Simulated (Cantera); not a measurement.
Input: 1 mol Si3H8, 0.95 mol Cl2, 170 mol H2, held at 323 Torr.

These are equilibrium values from Cantera (NASA tables, ideal gas, pure condensed phases), not measurements of a reactor. Candidate condensed phases: Si; 19 gas species. The feed counts by its element totals alone. The tables' values for SiCl3 are old estimates; treat these amounts as uncertain. Gases not in the tables: Si2H6 and higher silanes. Kinetics and transport are ignored.

x: gas mole fraction; n: condensed amount in mol.

```
T (K)   x H2    x HCl  x SiHCl3  x SiCl4   x SiCl2  x SiH2Cl2  n Si(s)  n Si(l)
-----  -----  -------  --------  -------  --------  ---------  -------  -------
875    0.996  0.00141   0.00161        ?   2.55e-6   0.000227     2.50        0
950    0.995  0.00290   0.00135        ?   1.29e-5   0.000215     2.57        0
1025   0.993  0.00505  0.000979        ?   4.58e-5   0.000184     2.68        0
1100   0.991  0.00741  0.000561        ?  0.000113   0.000133     2.80        0
1175   0.990  0.00912  0.000236        ?  0.000191    7.75e-5     2.89        0
1250   0.990  0.00986   8.11e-5        ?  0.000247    3.94e-5     2.93        0
1325   0.990   0.0101   2.74e-5        ?  0.000282    1.98e-5     2.94        0
1400   0.989   0.0102   9.98e-6        ?  0.000308    1.04e-5     2.94        0
1475   0.989   0.0102   3.97e-6        ?  0.000328    5.75e-6     2.94        0
1550   0.989   0.0101   1.72e-6        ?  0.000346    3.37e-6     2.94        0
1625   0.989   0.0101   8.06e-7        ?  0.000362    2.08e-6     2.93        0
1700   0.989   0.0101   3.97e-7        ?  0.000370    1.31e-6        0     2.93
```

### Question
Some entries are withheld; supply them.

### Answer

- 875, x SiCl4: 0.00104
- 950, x SiCl4: 0.000856
- 1025, x SiCl4: 0.000579
- 1100, x SiCl4: 0.000284
- 1175, x SiCl4: 9.22e-5
- 1250, x SiCl4: 2.27e-5
- 1325, x SiCl4: 5.47e-6
- 1400, x SiCl4: 1.45e-6
- 1475, x SiCl4: 4.31e-7
- 1550, x SiCl4: 1.44e-7
- 1625, x SiCl4: 5.29e-8
- 1700, x SiCl4: 2.09e-8
